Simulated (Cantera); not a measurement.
A freely propagating, adiabatic, planar premixed flame of 10.4 % CH₄, 18.8 % O₂, 70.8 % N₂, equivalence ratio 1.1, unburnt at 525 K and 1.01 bar; multicomponent+Soret transport, grid criteria slope 0.08 and curve 0.16, no radiation.

Computed with Cantera and GRI-Mech 3.0 (53 species, 325 reactions). Burning velocities carry a grid error of a few per cent, more on coarse grids.

x: mole fraction of selected species; z is measured from the peak of heat release.

```csv
z (mm),T (K),u (m/s),x CH₄,x O₂,x NO₂,x C₂H₂,x HO₂,x HCO
-1.05,525,0.998,0.103,0.188,<1e-8,<1e-8,6.42e-8,<1e-8
-0.697,527,1.00,0.103,0.188,<1e-8,3.11e-8,8.04e-7,<1e-8
-0.523,534,1.02,0.102,0.187,1.08e-8,2.66e-7,5.14e-6,<1e-8
-0.349,592,1.13,0.0966,0.184,8.79e-8,3.31e-6,4.13e-5,<1e-8
-0.174,1000,1.95,0.0692,0.150,1.05e-7,4.95e-5,0.000128,7.62e-7
-0.0872,1424,2.81,0.0383,0.106,3.71e-8,0.000145,0.000165,1.75e-5
0,1816,3.62,0.00930,0.0561,<1e-8,0.000262,9.30e-5,6.55e-5
0.0872,1981,3.96,0.000725,0.0271,<1e-8,6.19e-5,1.46e-5,2.45e-5
0.174,2024,4.03,2.93e-5,0.0171,<1e-8,2.89e-6,5.24e-6,1.72e-6
0.349,2065,4.09,6.67e-8,0.0123,<1e-8,<1e-8,3.66e-6,8.91e-8
0.697,2118,4.18,<1e-8,[?],<1e-8,<1e-8,[?],[?]
1.39,2182,4.29,<1e-8,[?],<1e-8,<1e-8,[?],[?]
2.79,2246,4.40,<1e-8,0.00555,<1e-8,<1e-8,1.28e-6,2.43e-8
```

Problem. What belongs in the gaps?

Solution. 
- 0.697, x O₂: 0.0101
- 0.697, x HO₂: 2.80e-6
- 0.697, x HCO: 6.16e-8
- 1.39, x O₂: 0.00787
- 1.39, x HO₂: 1.99e-6
- 1.39, x HCO: 4.08e-8
